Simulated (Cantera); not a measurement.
Predominance diagram of Ca at 1027 °C against the partial pressures of O2 and F2 (log10, bar). Standard-state values (1 bar) from the NASA 1993 polynomials, evaluated with Cantera. Candidates: Ca(l), CaF2(s), CaO(s). Only these pure phases compete in this equilibrium. Not in the tables: oxide halides.

Question: Which phase is stable at these pairs, and which metal-bearing vapour leads over it? (-4.8, -13); (-30.4, -22.8); (-4.8, 0); (-4.8, -16.2); (-24, 0); (-27.2, -19.5); (-3.2, -19.5)

Answer: 
| log p(O2) | log p(F2) | phase | chief vapour | log p (bar) |
|---|---|---|---|---|
| -4.8 | -13 | CaF2(s) | CaF2 | -7.8 |
| -30.4 | -22.8 | CaF2(s) | CaF2 | -7.8 |
| -4.8 | 0 | CaF2(s) | CaF2 | -7.8 |
| -4.8 | -16.2 | CaF2(s) | CaF2 | -7.8 |
| -24 | 0 | CaF2(s) | CaF2 | -7.8 |
| -27.2 | -19.5 | CaF2(s) | CaF2 | -7.8 |
| -3.2 | -19.5 | CaF2(s) | CaF2 | -7.8 |
